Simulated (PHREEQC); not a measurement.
Solution (90 °C): 0.012 mol/kgw HF, 4.5e-06 mol/kgw NH4HF2 and 0.008 mol/kgw H2SiF6. Closed to the air; pH follows from the charge balance.

Computed with PHREEQC (ion-association model, wateq4f.dat).

No solid was allowed to form.

Question: Order these F species by the share of F that they hold, largest first: HF, SiF6-2, F-, H2F2, HF2-.

Answer: SiF6-2 (55 %), HF (43 %), F- (0.90 %), H2F2 (0.44 %), HF2- (0.20 %)

The pH is 1.99 and the ionic strength 0.0171 mol/kgw. Examples of supersaturated solids here: Quartz (slow to form), Chalcedony (slow to form). Others may be too. Constants without temperature data keep their 25 °C values here. SiF6-2 is the database's only silicon fluoride.
